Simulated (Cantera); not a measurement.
A Cantera script and what it prints.

```python
import numpy as np
import cantera as ct

gas_names = [...]  # 110 gases of nasa_gas.yaml made of C, H, O
cond_names = """
    C(gr) C6H6(L) C7H8(L) C8H18(L),n-octa H2O(s) H2O(L)
""".split()


# ... load() reads the species with a 1 bar reference pressure and builds the phases ...
atoms = {
    'C3H8': {'C': 3, 'H': 8},
    'CO2': {'C': 1, 'O': 2},
}
top_T = {'C(gr)': 4500}  # K; cautious upper limits of use, not melting points


# ... equilibrate(T, P, feed) seeds the gas with the atoms and calls Mixture.equilibrate('TP', solver="vcs", rtol=1e-11, max_steps=5000) ...
results = []
feed = {'C3H8': 1, 'CO2': 3.2}  # mol
T = 1750  # K
P = 4300  # Pa
mix = equilibrate(T, P, feed)
results.append((T, P, feed, dict(zip(mix.species_names, mix.species_moles))))
x = sorted(zip(gas.X, gas.species_names), reverse=True)
print(f"T = {T:g} K  P = {P:g} Pa  gas = {mix.phase_moles(0):.4g} mol")
print("   x: " + "  ".join(f"{s} {v:.3e}" for v, s in x if v > 1e-06))
print("   condensed (mol): " + ("  ".join(f"{mix.phase(i).name} {mix.phase_moles(i):.4g}"
      for i in range(1, mix.n_phases) if mix.phase_moles(i) > 1e-12) or "none"))
```

Result:

```
T = 1750 K  P = 4300 Pa  gas = 10.2 mol
   x: CO 6.016e-01  H2 3.781e-01  H2O 1.361e-02  CO2 5.985e-03  H 6.896e-04  OH 1.456e-06
   condensed (mol): none
```

Equilibrium computed with Cantera from the NASA thermochemical tables; the gas is ideal and each condensed phase is pure.
